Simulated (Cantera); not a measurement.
A freely propagating, adiabatic, planar premixed flame of 49.4 % H₂, 9.48 % O₂, 35.7 % N₂, 5.43 % H₂O, unburnt at 575 K and 0.276 atm; mixture-averaged transport, grid criteria slope 0.08 and curve 0.16, no radiation.

Cantera simulation using the H2/O2 subset of GRI-Mech 3.0, which has no nitrogen chemistry; the numbers are that mechanism's predictions, not measurements. Burning velocities carry a grid error of a few per cent, more on coarse grids.

x: mole fraction of selected species; z is measured from the peak of heat release.

```tsv
z (mm)	T (K)	u (m/s)	x H₂	x O₂	x H₂O	x H	x OH	x HO₂
-6.97	575	6.37	0.494	0.0948	0.0543	<1e-8	<1e-8	<1e-8
-4.65	575	6.37	0.494	0.0948	0.0543	<1e-8	<1e-8	<1e-8
-3.49	575	6.37	0.494	0.0948	0.0543	<1e-8	<1e-8	<1e-8
-2.32	575	6.37	0.494	0.0948	0.0543	2.10e-7	<1e-8	8.17e-7
-1.16	594	6.56	0.491	0.0946	0.0556	0.000403	___	0.000105
-0.581	756	8.22	0.466	0.0895	0.0710	0.00841	___	6.30e-5
0	1090	11.6	0.374	0.0574	0.142	0.0509	___	2.39e-5
0.581	1317	13.9	0.291	0.0110	0.232	0.0877	0.00170	4.18e-6
1.16	1405	14.8	0.279	0.00139	0.252	0.0886	0.00172	4.94e-7
2.32	1493	15.6	0.285	0.000218	0.256	0.0778	___	7.50e-8
4.65	1592	16.5	0.294	0.000153	0.258	0.0635	0.00213	5.07e-8
9.30	1692	17.4	0.304	0.000104	0.260	0.0487	0.00210	3.48e-8
18.6	1782	18.2	0.313	6.04e-5	0.263	0.0350	___	2.15e-8
```

Fill in the missing entries.


- -1.16, x OH: 4.37e-5
- -0.581, x OH: 0.000271
- 0, x OH: 0.00105
- 2.32, x OH: 0.00195
- 18.6, x OH: 0.00185
